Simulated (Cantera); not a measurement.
# Transport properties of process gases

Gas mixture: O₂ = 0.67 (molar parts), at 0.000280 bar, frozen composition.

Cantera's kinetic-theory transport with the Lennard-Jones parameters of GRI-Mech 3.0, ideal gas; thermal conductivity in the mixture-averaged form.

```json
[
 {"T (K)": "400", "ρ (kg/m³)": "0.000269", "cp (J/kg/K)": "941.4", "μ (µPa s)": "25.6", "λ (mW/m/K)": "33.9", "Pr": "0.713", "D (cm²/s) C₂H₂": "1010", "D (cm²/s) N₂": "1250", "D (cm²/s) O": "1970"},
 {"T (K)": "650", "ρ (kg/m³)": "0.000166", "cp (J/kg/K)": "1017", "μ (µPa s)": "36.0", "λ (mW/m/K)": "51.6", "Pr": "0.709", "D (cm²/s) C₂H₂": "2370", "D (cm²/s) N₂": "2860", "D (cm²/s) O": "4490"},
 {"T (K)": "900", "ρ (kg/m³)": "0.000120", "cp (J/kg/K)": "1074", "μ (µPa s)": "44.7", "λ (mW/m/K)": "67.6", "Pr": "0.710", "D (cm²/s) C₂H₂": "4130", "D (cm²/s) N₂": "4940", "D (cm²/s) O": "7740"},
 {"T (K)": "1150", "ρ (kg/m³)": "9.37e-5", "cp (J/kg/K)": "1109", "μ (µPa s)": "52.5", "λ (mW/m/K)": "82.2", "Pr": "0.708", "D (cm²/s) C₂H₂": "6240", "D (cm²/s) N₂": "7440", "D (cm²/s) O": "11600"},
 {"T (K)": "1400", "ρ (kg/m³)": "7.70e-5", "cp (J/kg/K)": "1134", "μ (µPa s)": "59.7", "λ (mW/m/K)": "95.7", "Pr": "0.707", "D (cm²/s) C₂H₂": "8670", "D (cm²/s) N₂": "10300", "D (cm²/s) O": "16100"},
 {"T (K)": "1650", "ρ (kg/m³)": "6.53e-5", "cp (J/kg/K)": "1155", "μ (µPa s)": "66.4", "λ (mW/m/K)": "108", "Pr": "0.707", "D (cm²/s) C₂H₂": "11400", "D (cm²/s) N₂": "13600", "D (cm²/s) O": "21200"}
]
```
D: mixture-averaged diffusion coefficient of that species in the mixture.
